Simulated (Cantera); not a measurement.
What does this Cantera script print?

```python
import numpy as np
import cantera as ct

gas_names = """
    CL CL2 H HCL H2 N NH NH2 NH3 N2 N2H2 N2H4 Si SiCL SiCL2 SiCL3 SiCL4 SiH SiHCL3 SiH2 SiH2CL2 SiH3
    SiH3CL SiH4 SiN Si2 Si2N Si3
""".split()
cond_names = """
    NH4CL(a) NH4CL(b) Si(cr) Si(L) Si3N4(a)
""".split()


# ... load() reads the species with a 1 bar reference pressure and builds the phases ...
atoms = {
    'Si2Cl6': {'Si': 2, 'CL': 6},
    'HCl': {'H': 1, 'CL': 1},
    'N2': {'N': 2},
}
top_T = {'Si3N4(a)': 2400}  # K; cautious upper limits of use, not melting points


# ... equilibrate(T, P, feed) seeds the gas with the atoms and calls Mixture.equilibrate('TP', solver="vcs", rtol=1e-11, max_steps=5000) ...
results = []
feed = {'Si2Cl6': 1, 'HCl': 0.65, 'N2': 25}  # mol
T = 1450  # K
for P in [100, 350, 1300, 4500, 16000, 56000, 200000]:
    mix = equilibrate(T, P, feed)
    results.append((T, P, feed, dict(zip(mix.species_names, mix.species_moles))))
    x = sorted(zip(gas.X, gas.species_names), reverse=True)
    print(f"T = {T:g} K  P = {P:g} Pa  gas = {mix.phase_moles(0):.4g} mol")
    print("   x: " + "  ".join(f"{s} {v:.3e}" for v, s in x if v > 1e-05))
    print("   condensed (mol): " + ("  ".join(f"{mix.phase(i).name} {mix.phase_moles(i):.4g}"
          for i in range(1, mix.n_phases) if mix.phase_moles(i) > 1e-12) or "none"))
```

Result:

```
T = 1450 K  P = 100 Pa  gas = 27.68 mol
   x: N2 9.032e-01  SiCL2 2.918e-02  SiCL4 2.809e-02  HCL 2.343e-02  SiCL3 1.498e-02  CL 1.138e-03  H2 2.517e-05
   condensed (mol): none
T = 1450 K  P = 350 Pa  gas = 27.66 mol
   x: N2 9.039e-01  SiCL2 2.873e-02  SiCL4 2.858e-02  HCL 2.332e-02  SiCL3 1.499e-02  CL 3.304e-04  H2 8.450e-05
   condensed (mol): none
T = 1450 K  P = 1300 Pa  gas = 27.64 mol
   x: N2 9.044e-01  SiCL4 2.893e-02  SiCL2 2.839e-02  HCL 2.289e-02  SiCL3 1.499e-02  H2 2.951e-04  CL 9.001e-05  SiHCL3 3.215e-05
   condensed (mol): none
T = 1450 K  P = 4500 Pa  gas = 27.37 mol
   x: N2 9.095e-01  SiCL4 3.621e-02  HCL 2.268e-02  SiCL2 1.773e-02  SiCL3 1.325e-02  H2 5.003e-04  SiHCL3 6.885e-05  CL 3.682e-05
   condensed (mol): Si3N4(a) 0.05305
T = 1450 K  P = 16000 Pa  gas = 27.07 mol
   x: N2 9.152e-01  SiCL4 4.527e-02  HCL 2.280e-02  SiCL3 9.229e-03  SiCL2 6.874e-03  H2 5.575e-04  SiHCL3 9.542e-05  CL 1.859e-05
   condensed (mol): Si3N4(a) 0.1119
T = 1450 K  P = 56000 Pa  gas = 26.94 mol
   x: N2 9.178e-01  SiCL4 5.023e-02  HCL 2.271e-02  SiCL3 5.918e-03  SiCL2 2.547e-03  H2 6.466e-04  SiHCL3 1.233e-04
   condensed (mol): Si3N4(a) 0.1385
T = 1450 K  P = 200000 Pa  gas = 26.87 mol
   x: N2 9.191e-01  SiCL4 5.295e-02  HCL 2.250e-02  SiCL3 3.621e-03  SiCL2 9.048e-04  H2 7.640e-04  SiHCL3 1.550e-04
   condensed (mol): Si3N4(a) 0.1504
```

Cantera equilibrium calculation (NASA polynomials, part measured and part estimated; ideal gas, pure solids and liquids). The feed counts by its element totals alone. N2 is the only nitrogen source here; it is nearly inert below about 1500 K, so the nitride shown seldom forms there in practice. The tables' values for SiCl3 are old estimates; treat these amounts as uncertain.
